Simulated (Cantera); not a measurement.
# Equilibrium for calcination and drying: LiOH + O₂

A closed system holds: 1 mol LiOH, 5 mol O₂, at 1300 Pa.

Cantera equilibrium calculation (NASA polynomials, part measured and part estimated; ideal gas, pure solids and liquids). Candidate condensed phases: H₂O, Li, LiH, LiOH, Li₂O; 17 gas species. The numbers say what is thermodynamically allowed, not how fast it happens.

```
T (K)  log p O₂  log p LiOH  log p Li  log p H₂O  log p O  log p Li₂O  log p OH  n Li₂O(s)
-----  --------  ----------  --------  ---------  -------  ----------  --------  ---------
1598      -1.95       -2.84     -5.88      -3.41    -5.83       -4.83     -5.28      0.169
1648      -1.96       -2.77     -5.44      -3.61    -5.58       -4.43     -5.22     0.0938
1698      -1.96       -2.73     -5.03      -3.85    -5.34       -4.06     -5.19     0.0219
1748      -1.97       -2.72     -4.76      -3.91    -5.12       -3.95     -5.08          0
1798      -1.97       -2.72     -4.55      -3.88    -4.91       -3.94     -4.93          0
1848      -1.97       -2.73     -4.36      -3.86    -4.71       -3.94     -4.79          0
1898      -1.97       -2.74     -4.18      -3.83    -4.52       -3.94     -4.66          0
1948      -1.97       -2.74     -4.02      -3.80    -4.34       -3.95     -4.53          0
1998      -1.97       -2.75     -3.86      -3.77    -4.17       -3.97     -4.40          0
2048      -1.97       -2.77     -3.72      -3.73    -4.00       -4.01     -4.28          0
2098      -1.98       -2.78     -3.60      -3.70    -3.85       -4.05     -4.16          0
2148      -1.98       -2.81     -3.48      -3.66    -3.71       -4.10     -4.05          0
2198      -1.99       -2.83     -3.38      -3.62    -3.57       -4.17     -3.94          0
```
log p: log10 of the partial pressure in bar; n: condensed amount in mol.

From 1598 K to 1698 K the condensed part is Li₂O(s). From 1748 K to 2198 K nothing is condensed. The main Li-bearing gas is LiOH throughout.
